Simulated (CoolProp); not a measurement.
Vapour pressure (MPa) of decamethylcyclopentasiloxane (D5): the reference equation beside estimates from Tc = 345.1 °C, pc = 1.078 MPa, ω = 0.631. Clausius-Clapeyron is anchored at 147.35 °C with a constant enthalpy of vaporisation of 48.80 kJ/mol.

Model: reference Helmholtz-energy equation of state, Thol 2019, in CoolProp.

```
T (°C)  reference  Lee-Kesler  Clausius-Clapeyron  van der Waals  Redlich-Kwong  Peng-Robinson
------  ---------  ----------  ------------------  -------------  -------------  -------------
61.35   0.0002956   0.0003653           0.0004655        0.05013       0.006808      0.0004177
75.65   0.0007029   0.0008174           0.0009556        0.06497        0.01120      0.0009131
90.05    0.001532    0.001700            0.001862        0.08275        0.01760       0.001860
104.35   0.003065    0.003283            0.003434         0.1034        0.02644       0.003530
118.75   0.005745    0.005993            0.006081         0.1276        0.03838       0.006347
133.05    0.01010     0.01033             0.01030         0.1550        0.05386        0.01080
147.35    0.01684     0.01699             0.01684         0.1862        0.07351        0.01758
161.75    0.02691     0.02688             0.02673         0.2214        0.09813        0.02759
176.05    0.04119     0.04086             0.04107         0.2604         0.1280        0.04167
190.45    0.06103     0.06026             0.06163         0.3040         0.1640        0.06118
204.75    0.08745     0.08609             0.09002         0.3516         0.2064        0.08716
219.05     0.1219      0.1199              0.1286         0.4038         0.2559         0.1212
233.45     0.1664      0.1635              0.1805         0.4610         0.3134         0.1652
247.75     0.2218      0.2180              0.2481         0.5226         0.3787         0.2204
262.15     0.2909      0.2861              0.3359         0.5896         0.4532         0.2896
```

Absolute difference from the reference over all 15 rows, mean and median: Lee-Kesler 5.1 and 1.7 %, Clausius-Clapeyron 12.1 and 5.8 %, van der Waals 2782.7 and 722.7 %, Redlich-Kwong 530.1 and 264.7 %, Peng-Robinson 9.1 and 2.5 %.
